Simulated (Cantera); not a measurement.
What does this Cantera script print?

```python
import numpy as np
import cantera as ct

gas = ct.Solution("gri30.yaml")
gas.TPX = 650, 1000000, {'CO': 1, 'H2': 0.039, 'CH4': 0.039, 'O2': 0.398, 'N2': 1.5}
inlet = ct.Reservoir(gas, clone=True)
gas.equilibrate("HP")  # start burning
reactor = ct.IdealGasConstPressureReactor(gas, energy="on", clone=False)
exhaust = ct.Reservoir(gas, clone=True)
tau = [0.14, 0.071, 0.035, 0.017, 0.0085, 0.0042, 0.0021, 0.001, 0.00051, 0.00025, 0.00012, 6.1e-05][0]
for a, b in ((inlet, reactor), (reactor, exhaust)):
    ct.MassFlowController(a, b, mdot=lambda t: reactor.mass / tau)
net = ct.ReactorNet([reactor])
show = ['CO', 'H2', 'CH4', 'C2H2', 'O2', 'CO2', 'NO']

rows = []
print(f"{'tau/s':>10s}{'T/K':>9s}" + "".join(f"{s:>11s}" for s in show))
for tau in [0.14, 0.071, 0.035, 0.017, 0.0085, 0.0042, 0.0021, 0.001, 0.00051, 0.00025, 0.00012, 6.1e-05]:
    net.initial_time = 0.0
    net.advance(30 * tau)
    before = gas.X
    net.advance(40 * tau)
    drift = np.max(np.abs(gas.X - before) / (gas.X + 1e-9))
    rows.append([gas.T, *gas[show].X, drift])
    print(f"{tau:10.3e}{gas.T:9.1f}" + "".join(f"{x:11.3e}" for x in gas[show].X))
```

It prints:

```
     tau/s      T/K         CO         H2        CH4       C2H2         O2        CO2         NO
 1.400e-01   2563.2  1.493e-01  3.803e-03  5.671e-08  1.683e-11  7.221e-04  2.409e-01  1.250e-03
 7.100e-02   2562.5  1.494e-01  3.804e-03  1.098e-07  3.285e-11  7.508e-04  2.408e-01  1.251e-03
 3.500e-02   2561.2  1.495e-01  3.807e-03  2.151e-07  6.512e-11  8.094e-04  2.406e-01  1.253e-03
 1.700e-02   2558.6  1.497e-01  3.812e-03  4.149e-07  1.270e-10  9.268e-04  2.403e-01  1.255e-03
 8.500e-03   2554.0  1.502e-01  3.822e-03  7.473e-07  2.271e-10  1.140e-03  2.397e-01  1.252e-03
 4.200e-03   2545.8  1.510e-01  3.841e-03  1.291e-06  3.717e-10  1.531e-03  2.387e-01  1.235e-03
 2.100e-03   2532.4  1.523e-01  3.876e-03  2.106e-06  5.341e-10  2.195e-03  2.369e-01  1.182e-03
 1.000e-03   2509.4  1.545e-01  3.941e-03  3.419e-06  6.923e-10  3.377e-03  2.340e-01  1.060e-03
 5.100e-04   2477.7  1.577e-01  4.040e-03  5.222e-06  8.039e-10  5.042e-03  2.298e-01  8.830e-04
 2.500e-04   2429.4  1.625e-01  4.197e-03  8.197e-06  9.008e-10  7.563e-03  2.235e-01  6.562e-04
 1.200e-04   2361.2  1.691e-01  4.419e-03  1.334e-05  1.018e-09  1.103e-02  2.148e-01  4.392e-04
 6.100e-05   2280.8  1.766e-01  4.660e-03  2.172e-05  1.199e-09  1.500e-02  2.048e-01  2.928e-04
```

Cantera simulation using GRI-Mech 3.0 (53 species, 325 reactions); the numbers are that mechanism's predictions, not measurements.
